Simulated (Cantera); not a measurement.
# Ignition delay

Mixture: 15.5 % CH4, 1.22 % CO, 17.5 % O2, 65.9 % N2, equivalence ratio 1.8, at 4.70 bar, adiabatic and at constant volume. Ignition delay is the time to a rise of 400 K.

Cantera simulation using GRI-Mech 3.0 (53 species, 325 reactions); the numbers are that mechanism's predictions, not measurements.

```tsv
T0 (K)	delay (ms)
1300	4.30
1350	2.35
1400	1.32
1450	0.756
1500	0.443
1550	0.266
1600	0.163
1650	0.103
```

The apparent activation energy between 1550 and 1650 K is 200 kJ/mol.
